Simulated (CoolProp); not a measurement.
A Linde-Hampson liquefier for oxygen: isothermal reversible compression at 200 K from 1 atm to 15 MPa, throttling to 1 atm, return gas leaving the recuperator 5 K below the feed. Each further row changes one setting.

Computed with CoolProp (reference Helmholtz-energy equation of state, Schmidt 1985).

```tsv
case	liquid yield per pass	compression work (kJ/kg of gas)
as stated	0.278	236
high pressure 30 MPa	0.361	261
warm-end temperature 230 K	0.170	283
warm-end gap 10 K	0.267	236
```
